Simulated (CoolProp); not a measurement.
A single-stage vapour-compression cycle with the fluid: evaporating at 325.15 K (dew point), condensing at 389.15 K (bubble point), superheat 5 K, subcooling 0 K, compressor efficiency 0.8, no pressure losses. The same conditions are run with several fluids, on thermodynamics alone (safety and materials aside).

Values from CoolProp's reference Helmholtz-energy equation of state of each fluid (cyclopropane: Polt 1992; cis-2-butene: Lemmon 2005; trans-2-butene: Lemmon 2005; methanol: de Reuck 1993; neopentane: Lemmon 2006). The equations of Platzer and Polt are older, rougher fits.

### Question
Rank cyclopropane, cis-2-butene, trans-2-butene, methanol, neopentane by cooling COP, highest first.

### Answer
methanol (3.40), cis-2-butene (2.66), trans-2-butene (2.52), neopentane (2.08), cyclopropane (2.06)

```csv
fluid,pressure ratio,discharge temperature (K),refrigerating effect (kJ/kg),volumetric capacity (kJ/m³)
cyclopropane,3.40,409.8,165,4400
cis-2-butene,4.09,397.0,202,2180
trans-2-butene,4.02,394.3,184,2170
methanol,9.42,495.8,948,694
neopentane,4.04,389.1,114,1250
```

The compression ends wet for: neopentane.
